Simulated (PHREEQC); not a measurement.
1 kg of water holding 70 mmol/kgw K2CO3 meets 20 L of dry gas (CH4 1 by moles) at fixed total pressure, at 30 atm; fugacities by Peng-Robinson. The gases take part in no redox reaction, some water evaporates into the gas, and hydrates or a liquid gas phase aren't modelled. No solid was allowed to form.

The numbers come from PHREEQC with the ion-association model, phreeqc.dat.

```json
[
 {"T (°C)": "10", "dissolved CH4 (mol/kgw)": "0.0593", "φ of CH4": "0.924"},
 {"T (°C)": "20", "dissolved CH4 (mol/kgw)": "0.0453", "φ of CH4": "0.932"},
 {"T (°C)": "30", "dissolved CH4 (mol/kgw)": "0.0370", "φ of CH4": "?"},
 {"T (°C)": "40", "dissolved CH4 (mol/kgw)": "0.0319", "φ of CH4": "?"},
 {"T (°C)": "50", "dissolved CH4 (mol/kgw)": "0.0287", "φ of CH4": "0.951"},
 {"T (°C)": "60", "dissolved CH4 (mol/kgw)": "0.0268", "φ of CH4": "0.956"},
 {"T (°C)": "70", "dissolved CH4 (mol/kgw)": "0.0258", "φ of CH4": "0.961"},
 {"T (°C)": "80", "dissolved CH4 (mol/kgw)": "0.0254", "φ of CH4": "?"},
 {"T (°C)": "90", "dissolved CH4 (mol/kgw)": "0.0254", "φ of CH4": "0.969"}
]
```

Problem. Complete the blanks.

Solution. 
- 30, φ of CH4: 0.939
- 40, φ of CH4: 0.946
- 80, φ of CH4: 0.965

Species that the database lacks are ignored. Away from 25 °C the constants follow the database's enthalpies or fits; those with neither stay at their 25 °C values.
